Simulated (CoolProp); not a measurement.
Tetrahydrofuran at 293.15 K and 0.0089 MPa is compressed adiabatically to 0.021 MPa with isentropic efficiency 0.75. Each further row changes one setting.

Values from CoolProp's reference Helmholtz-energy equation of state, Fiedler 2023.

```csv
case,work (kJ/kg),final temperature (K),final density (kg/m³)
as stated,40.3,?,?
efficiency 1,?,?,?
efficiency 0.65,46.5,?,?
```

Problem. Complete the blanks.

Solution. 
- as stated, final temperature (K): 329.6
- as stated, final density (kg/m³): 0.556
- efficiency 1, work (kJ/kg): 30.2
- efficiency 1, final temperature (K): 321.1
- efficiency 1, final density (kg/m³): 0.571
- efficiency 0.65, final temperature (K): 334.8
- efficiency 0.65, final density (kg/m³): 0.547
